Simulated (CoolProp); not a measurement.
R1224YDZ along the isotherm 18.15 °C: density (kg/m³) from the reference equation and from simpler models built on Tc = 155.5 °C, pc = 3.334 MPa, ω = 0.325; each cubic takes its own stable root.

The numbers come from the reference Helmholtz-energy equation of state, Akasaka 2023 in CoolProp.

```tsv
p (MPa)	phase	reference
0.0527	gas	3.309
0.0795	gas	5.057
0.12	liquid	1379
0.181	liquid	1379
0.273	liquid	1379
0.412	liquid	1380
0.621	liquid	1380
0.937	liquid	1381
1.41	liquid	1383
2.13	liquid	1385
3.22	liquid	1389
4.86	liquid	1394
7.32	liquid	1401
11.1	liquid	1412
16.7	liquid	1426
```

Problem. How far does each simpler model (van der Waals, Soave-Redlich-Kwong, Peng-Robinson) lie from the reference over these 15 states: mean and median of the absolute difference, and the worst?

Solution. 
- van der Waals: mean 50.5 %, median 40.7 %, worst -99.5 % at 18.15 °C and 0.12 MPa
- Soave-Redlich-Kwong: mean 8.9 %, median 10.3 %, worst -10.6 % at 18.15 °C and 0.12 MPa
- Peng-Robinson: mean 1.3 %, median 1.3 %, worst +2.2 % at 18.15 °C and 16.7 MPa

At some of these states van der Waals gives the other phase, because its saturation line lies elsewhere.
